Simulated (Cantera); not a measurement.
Input: 1 mol Si, 0.0084 mol O2, 3.1 mol H2, at 6.20 bar.

Cantera equilibrium calculation (NASA polynomials, part measured and part estimated; ideal gas, pure solids and liquids). Candidate condensed phases: H2O, Si, SiO2; 18 gas species. Each liquid is taken as pure. Mutual solubility and eutectic melting of coexisting phases are not modelled. The tables hold silica as quartz up to 1696 K and as liquid above; real silica turns to tridymite and cristobalite and melts near 1996 K. Gases not in the tables: Si2H6 and higher silanes. Kinetics and transport are ignored.

x: gas mole fraction; n: condensed amount in mol.

```json
[
 {"T (K)": "700", "x H2": "1.000", "x SiO": "<1e-12", "x H": "<1e-12", "x SiH2": "<1e-12", "x H2O": "<1e-12", "x SiH4": "7.48e-7", "x SiH": "<1e-12", "n Si(s)": "0.992", "n SiO2(α-quartz)": "0.00840", "n SiO2(β-quartz)": "0", "n Si(l)": "0", "n SiO2(condensed)": "0"},
 {"T (K)": "800", "x H2": "1.000", "x SiO": "<1e-12", "x H": "1.16e-12", "x SiH2": "<1e-12", "x H2O": "1.98e-12", "x SiH4": "1.26e-6", "x SiH": "<1e-12", "n Si(s)": "0.992", "n SiO2(α-quartz)": "0.00840", "n SiO2(β-quartz)": "0", "n Si(l)": "0", "n SiO2(condensed)": "0"},
 {"T (K)": "900", "x H2": "1.000", "x SiO": "<1e-12", "x H": "4.69e-11", "x SiH2": "[?]", "x H2O": "6.26e-11", "x SiH4": "1.87e-6", "x SiH": "<1e-12", "n Si(s)": "0.992", "n SiO2(α-quartz)": "0", "n SiO2(β-quartz)": "0.00840", "n Si(l)": "0", "n SiO2(condensed)": "0"},
 {"T (K)": "1000", "x H2": "1.000", "x SiO": "8.40e-11", "x H": "9.11e-10", "x SiH2": "[?]", "x H2O": "9.74e-10", "x SiH4": "2.55e-6", "x SiH": "<1e-12", "n Si(s)": "0.992", "n SiO2(α-quartz)": "0", "n SiO2(β-quartz)": "0.00840", "n Si(l)": "0", "n SiO2(condensed)": "0"},
 {"T (K)": "1100", "x H2": "1.000", "x SiO": "3.72e-9", "x H": "1.04e-8", "x SiH2": "[?]", "x H2O": "9.10e-9", "x SiH4": "3.27e-6", "x SiH": "<1e-12", "n Si(s)": "0.992", "n SiO2(α-quartz)": "0", "n SiO2(β-quartz)": "0.00840", "n Si(l)": "0", "n SiO2(condensed)": "0"},
 {"T (K)": "1200", "x H2": "1.000", "x SiO": "8.65e-8", "x H": "7.93e-8", "x SiH2": "[?]", "x H2O": "5.80e-8", "x SiH4": "4.03e-6", "x SiH": "8.36e-12", "n Si(s)": "0.992", "n SiO2(α-quartz)": "0", "n SiO2(β-quartz)": "0.00840", "n Si(l)": "0", "n SiO2(condensed)": "0"},
 {"T (K)": "1300", "x H2": "1.000", "x SiO": "1.23e-6", "x H": "4.44e-7", "x SiH2": "[?]", "x H2O": "2.76e-7", "x SiH4": "4.80e-6", "x SiH": "1.44e-10", "n Si(s)": "0.992", "n SiO2(α-quartz)": "0", "n SiO2(β-quartz)": "0.00840", "n Si(l)": "0", "n SiO2(condensed)": "0"},
 {"T (K)": "1400", "x H2": "1.000", "x SiO": "1.18e-5", "x H": "1.95e-6", "x SiH2": "[?]", "x H2O": "1.05e-6", "x SiH4": "5.58e-6", "x SiH": "1.65e-9", "n Si(s)": "0.992", "n SiO2(α-quartz)": "0", "n SiO2(β-quartz)": "0.00838", "n Si(l)": "0", "n SiO2(condensed)": "0"},
 {"T (K)": "1500", "x H2": "1.000", "x SiO": "8.36e-5", "x H": "7.07e-6", "x SiH2": "[?]", "x H2O": "3.31e-6", "x SiH4": "6.36e-6", "x SiH": "1.36e-8", "n Si(s)": "0.991", "n SiO2(α-quartz)": "0", "n SiO2(β-quartz)": "0.00827", "n Si(l)": "0", "n SiO2(condensed)": "0"},
 {"T (K)": "1600", "x H2": "0.999", "x SiO": "0.000459", "x H": "2.18e-5", "x SiH2": "[?]", "x H2O": "9.01e-6", "x SiH4": "7.14e-6", "x SiH": "8.53e-8", "n Si(s)": "0.991", "n SiO2(α-quartz)": "0", "n SiO2(β-quartz)": "0.00767", "n Si(l)": "0", "n SiO2(condensed)": "0"},
 {"T (K)": "1700", "x H2": "0.998", "x SiO": "0.00203", "x H": "5.91e-5", "x SiH2": "[?]", "x H2O": "2.19e-5", "x SiH4": "7.73e-6", "x SiH": "4.21e-7", "n Si(s)": "0", "n SiO2(α-quartz)": "0", "n SiO2(β-quartz)": "0", "n Si(l)": "0.988", "n SiO2(condensed)": "0.00522"},
 {"T (K)": "1800", "x H2": "0.994", "x SiO": "0.00535", "x H": "0.000143", "x SiH2": "[?]", "x H2O": "4.08e-5", "x SiH4": "6.92e-6", "x SiH": "1.45e-6", "n Si(s)": "0", "n SiO2(α-quartz)": "0", "n SiO2(β-quartz)": "0", "n Si(l)": "0.983", "n SiO2(condensed)": "0"},
 {"T (K)": "1900", "x H2": "0.994", "x SiO": "0.00536", "x H": "0.000318", "x SiH2": "[?]", "x H2O": "3.00e-5", "x SiH4": "6.31e-6", "x SiH": "4.38e-6", "n Si(s)": "0", "n SiO2(α-quartz)": "0", "n SiO2(β-quartz)": "0", "n Si(l)": "0.983", "n SiO2(condensed)": "0"}
]
```

Task: Some entries are withheld; supply them.

Result: 
- 900, x SiH2: 3.71e-12
- 1000, x SiH2: 9.37e-11
- 1100, x SiH2: 1.32e-9
- 1200, x SiH2: 1.19e-8
- 1300, x SiH2: 7.65e-8
- 1400, x SiH2: 3.77e-7
- 1500, x SiH2: 1.50e-6
- 1600, x SiH2: 5.00e-6
- 1700, x SiH2: 1.42e-5
- 1800, x SiH2: 2.98e-5
- 1900, x SiH2: 5.80e-5
